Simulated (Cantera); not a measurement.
**Thermodynamics of silicon carbide growth, feed (CH₃)₂SiCl₂ + C₂H₂ + H₂**

Input: 1 mol (CH₃)₂SiCl₂, 0.35 mol C₂H₂, 200 mol H₂, held at 1902 °C.

These are equilibrium values from Cantera (NASA tables, ideal gas, pure condensed phases), not measurements of a reactor. Candidate condensed phases: C, C₆H₆, C₇H₈, C₈H₁₈, Si, SiC; 109 gas species. The feed counts by its element totals alone. The tables' values for SiCl are old estimates; treat these amounts as uncertain. Gases not in the tables: Si₂H₆ and higher silanes. The numbers say what is thermodynamically allowed, not how fast it happens.

From 100 Pa to 400 Pa the condensed part is C(graphite). From 1600 Pa to 100000 Pa the condensed part is C(graphite) + SiC(s). The main Si-bearing gas is Si throughout.

```tsv
P (Pa)	log p H₂	log p H	log p HCl	log p Si	log p C₂H₂ (acetylene)	log p Cl	n C(graphite)	n SiC(s)
100	-3.07	-3.85	-5.09	-5.39	-5.73	-6.01	1.70	0
400	-2.44	-3.53	-4.45	-4.80	-5.09	-5.68	1.66	0
1600	-1.82	-3.22	-3.83	-4.54	-4.47	-5.37	1.21	0.515
6300	-1.21	-2.92	-3.22	-4.54	-3.87	-5.06	0.914	0.865
25000	-0.61	-2.62	-2.62	-4.54	-3.26	-4.76	0.823	0.956
100000	-0.01	-2.32	-2.01	-4.54	-2.66	-4.46	0.755	0.980
```
log p: log10 of the partial pressure in bar; n: condensed amount in mol.
